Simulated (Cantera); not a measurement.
An adiabatic, constant-pressure homogeneous reactor starts with H₂ : O₂ : N₂ = 1 : 0.769 : 2.89 (molar parts), at 1248 K and 2500000 Pa.

Computed with Cantera and the H2/O2 subset of GRI-Mech 3.0, which has no nitrogen chemistry. The hydrogen kinetics of GRI-Mech 3.0 are dated; newer H2 mechanisms differ, most at raised pressure. The pressure lies above the range GRI-Mech 3.0 was tuned for (to about 10 atm).

x: mole fraction; the columns are a selection and need not sum to one.

```csv
t (s),T (K),x H₂,x O₂,x H,x H₂O₂,x HO₂
1.00e-6,1248,0.215,0.165,7.84e-9,9.05e-9,[?]
2.70e-6,1248,0.215,0.165,1.04e-8,6.84e-8,[?]
7.28e-6,1248,0.215,0.165,2.23e-8,5.15e-7,[?]
1.96e-5,1248,0.215,0.165,1.40e-7,6.24e-6,[?]
5.29e-5,1291,0.209,0.162,2.35e-5,0.000710,[?]
0.000143,2681,0.00251,0.0618,0.000534,2.90e-6,3.01e-5
0.000385,2681,0.00251,0.0618,0.000534,2.90e-6,3.01e-5
0.00104,2681,0.00251,0.0618,0.000534,2.90e-6,3.01e-5
0.00280,2681,0.00251,0.0618,0.000534,2.90e-6,3.01e-5
0.00756,2681,0.00251,0.0618,0.000534,2.90e-6,3.01e-5
0.0204,2681,0.00251,0.0618,0.000534,2.90e-6,3.01e-5
0.0550,2681,0.00251,0.0618,0.000534,2.90e-6,3.01e-5
0.148,2681,0.00251,0.0618,0.000534,2.90e-6,3.01e-5
0.400,2681,0.00251,0.0618,0.000534,2.90e-6,3.01e-5
```

What belongs in the gaps?


- 1.00e-6, x HO₂: 4.04e-7
- 2.70e-6, x HO₂: 1.19e-6
- 7.28e-6, x HO₂: 4.04e-6
- 1.96e-5, x HO₂: 2.54e-5
- 5.29e-5, x HO₂: 0.000511
